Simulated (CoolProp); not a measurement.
The numbers come from the reference Helmholtz-energy equation of state, Lemmon 2006 in CoolProp. It is a short technical equation, of lower accuracy than the large ones.

Q: Give the vapour pressure (bar), liquid density (kg/m³), vapour density (kg/m³), enthalpy of vaporisation (kJ/kg) of saturated toluene at 403.3, 453.5 K.

A: 
```json
[
 {"T (K)": "403.3", "p (bar)": "1.71", "liquid density (kg/m³)": "759", "vapour density (kg/m³)": "4.99", "enthalpy of vaporisation (kJ/kg)": "347"},
 {"T (K)": "453.5", "p (bar)": "5.21", "liquid density (kg/m³)": "701", "vapour density (kg/m³)": "14.6", "enthalpy of vaporisation (kJ/kg)": "309"}
]
```
